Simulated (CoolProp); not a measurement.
Properties of R1123 along the isotherm 480 K.

Model: reference Helmholtz-energy equation of state, Akasaka 2020, in CoolProp.

| p (MPa) | phase | density (kg/m³) | fugacity coefficient |
|---|---|---|---|
| 0.0632 | gas | 1.300 | 0.9988 |
| 0.12 | gas | 2.472 | 0.9977 |
| 0.227 | gas | 4.686 | 0.9957 |
| 0.431 | gas | 8.931 | 0.9919 |
| 0.817 | gas | 17.05 | 0.9847 |
| 1.55 | gas | 32.81 | 0.9712 |
| 2.94 | gas | (withheld) | (withheld) |
| 5.57 | supercritical | (withheld) | (withheld) |
| 10.5 | supercritical | (withheld) | 0.8275 |
| 20 | supercritical | 502.9 | (withheld) |

Task: Some entries are withheld; supply them.

Result: 
- 2.94, density (kg/m³): 63.94
- 2.94, fugacity coefficient: 0.9462
- 5.57, density (kg/m³): 127.4
- 5.57, fugacity coefficient: 0.9013
- 10.5, density (kg/m³): 260.1
- 20, fugacity coefficient: 0.7324
